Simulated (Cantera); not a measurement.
A Cantera script and its output.

```python
import numpy as np
import cantera as ct

gas = ct.Solution("gri30.yaml")
gas.TPX = 1150, 2200000, {'C3H8': 1, 'O2': 2.94, 'N2': 11.1}
reactor = ct.IdealGasReactor(gas, energy="on", clone=False)
net = ct.ReactorNet([reactor])
net.rtol, net.atol = 1e-08, 1e-16
show = ['C3H8', 'O2', 'CH3', 'NO', 'C2H']
times = np.geomspace(2e-06, 0.8, 16)

steps = ct.SolutionArray(gas, extra=["t"])
rows = []
print(f"{'t/s':>10s}{'T/K':>9s}{'P/Pa':>11s}" + "".join(f"{s:>11s}" for s in show))
for t in times:
    while net.time < t:
        t_next = net.step()
        steps.append(gas.state, t=t_next)
    rows.append([np.interp(t, steps.t, y) for y in (steps.T, steps.P, *steps(*show).X.T)])
    print(f"{t:10.3e}{rows[-1][0]:9.1f}{rows[-1][1]:11.4g}" + "".join(f"{x:11.3e}" for x in rows[-1][2:]))
rate = np.gradient(steps.T, steps.t)
print("integrator steps:", len(steps.t))
if steps.T.max() > steps.T[0] + 200:
    print(f"time of steepest temperature rise: {steps.t[rate.argmax()]:.4e} s")
gas.TPX = 1150, 2200000, {'C3H8': 1, 'O2': 2.94, 'N2': 11.1}
gas.equilibrate("UV")
print(f"equilibrium (UV): T = {gas.T:.1f} K  " + "  ".join(f"{s} {gas[s].X[0]:.3e}" for s in show))
```

It prints:

```
       t/s      T/K       P/Pa       C3H8         O2        CH3         NO        C2H
 2.000e-06   1150.0    2.2e+06  6.649e-02  1.955e-01  2.648e-07  1.904e-21  6.522e-27
 4.726e-06   1150.0    2.2e+06  6.649e-02  1.955e-01  6.693e-07  9.724e-21  2.595e-25
 1.117e-05   1150.0    2.2e+06  6.649e-02  1.955e-01  1.790e-06  6.305e-20  1.650e-23
 2.639e-05   1150.0    2.2e+06  6.648e-02  1.955e-01  4.860e-06  5.999e-19  1.471e-21
 6.236e-05   1149.9    2.2e+06  6.643e-02  1.955e-01  9.036e-06  5.488e-18  7.237e-20
 1.474e-04   1149.9    2.2e+06  6.627e-02  1.954e-01  1.026e-05  2.462e-17  1.079e-18
 3.482e-04   1150.0  2.201e+06  6.587e-02  1.952e-01  1.106e-05  8.517e-17  1.095e-17
 8.229e-04   1150.6  2.205e+06  6.466e-02  1.946e-01  1.325e-05  3.557e-16  1.507e-16
 1.944e-03   1164.5  2.248e+06  5.739e-02  1.900e-01  3.077e-05  9.963e-15  2.905e-14
 4.595e-03   2883.8   6.66e+06  1.712e-26  2.832e-05  2.067e-09  4.230e-04  1.054e-13
 1.086e-02   2883.8   6.66e+06  1.712e-26  2.832e-05  2.067e-09  4.230e-04  1.054e-13
 2.566e-02   2883.8   6.66e+06  1.712e-26  2.832e-05  2.067e-09  4.230e-04  1.054e-13
 6.063e-02   2883.8   6.66e+06  1.712e-26  2.832e-05  2.067e-09  4.230e-04  1.054e-13
 1.433e-01   2883.8   6.66e+06  1.712e-26  2.832e-05  2.067e-09  4.230e-04  1.054e-13
 3.385e-01   2883.8   6.66e+06  1.712e-26  2.832e-05  2.067e-09  4.230e-04  1.054e-13
 8.000e-01   2883.8   6.66e+06  1.712e-26  2.832e-05  2.067e-09  4.230e-04  1.054e-13
integrator steps: 2317
time of steepest temperature rise: 2.2400e-03 s
equilibrium (UV): T = 2883.8 K  C3H8 2.160e-26  O2 2.832e-05  CH3 2.291e-09  NO 4.230e-04  C2H 1.146e-13
```

Computed with Cantera and GRI-Mech 3.0 (53 species, 325 reactions). GRI-Mech 3.0 was tuned for natural gas; its chemistry of propane as a main component is partial and can be far from experiment. The pressure lies above the range GRI-Mech 3.0 was tuned for (to about 10 atm).
